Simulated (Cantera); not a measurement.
## Stirred combustor or abatement burner

A perfectly stirred reactor is fed with 26.5 % H2, 15.4 % O2, 58.1 % N2, at 5.60 bar; it is adiabatic with a 475 K inlet, and is followed from long to short residence time, starting on the burning branch (τ in s: 0.22, 0.1, 0.047, 0.022, 0.01, 0.0049, 0.0023, 0.0011, 0.0005, 0.00023, 0.00011, 5.2e-05).

Cantera simulation using the H2/O2 subset of GRI-Mech 3.0, which has no nitrogen chemistry; the numbers are that mechanism's predictions, not measurements. The hydrogen kinetics of GRI-Mech 3.0 are dated; newer H2 mechanisms differ, most at raised pressure.

```tsv
τ (s)	T (K)	x H2	x O2	x H2O	x O	x H2O2	x HO2	x H
0.22	2396	0.00288	0.0242	0.298	0.000565	6.14e-7	5.68e-6	0.000359
0.10	2396	0.00290	0.0242	0.298	0.000566	6.15e-7	5.70e-6	0.000361
0.047	2396	0.00292	0.0242	0.298	0.000570	6.16e-7	5.72e-6	0.000365
0.022	2395	0.00298	0.0242	0.298	0.000578	6.18e-7	5.76e-6	0.000375
0.010	2394	0.00310	0.0243	0.298	0.000596	6.22e-7	5.87e-6	0.000396
0.0049	2391	0.00333	0.0243	0.297	0.000630	6.31e-7	6.06e-6	0.000436
0.0023	2386	0.00381	0.0245	0.297	0.000702	6.51e-7	6.49e-6	0.000525
0.0011	2376	0.00468	0.0247	0.295	0.000841	6.89e-7	7.35e-6	0.000707
0.00050	2356	0.00634	0.0252	0.292	0.00112	7.67e-7	9.20e-6	0.00111
0.00023	2325	0.00898	0.0261	0.288	0.00161	8.99e-7	1.27e-5	0.00191
0.00011	2280	0.0126	0.0274	0.281	0.00234	1.09e-6	1.87e-5	0.00332
5.2e-5	2215	0.0174	0.0293	0.273	0.00344	1.35e-6	2.88e-5	0.00578
```
x: mole fraction; the columns are a selection and need not sum to one.
